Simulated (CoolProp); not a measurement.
Vapour-liquid equilibrium of CH2F2 (R32) (1) + R142b (2) at 27.15 °C; x and y are mole fractions of (1).

Model: multi-fluid Helmholtz-energy mixture model, Tillner-Roth 1997 and Lemmon 2006; pair parameters Bell 2016, in CoolProp.

Give the bubble pressure and the first vapour's composition at x = 0.25, 0.65, 0.75. Is there an azeotrope?

x = 0.25: 7.495 bar, y = 0.595; x = 0.65: 13.22 bar, y = 0.861; x = 0.75: 14.52 bar, y = 0.901. No azeotrope shows between x = 0.05 and 0.95.

Pair parameters are fitted to limited data, so mixtures are less certain than the pure fluids.
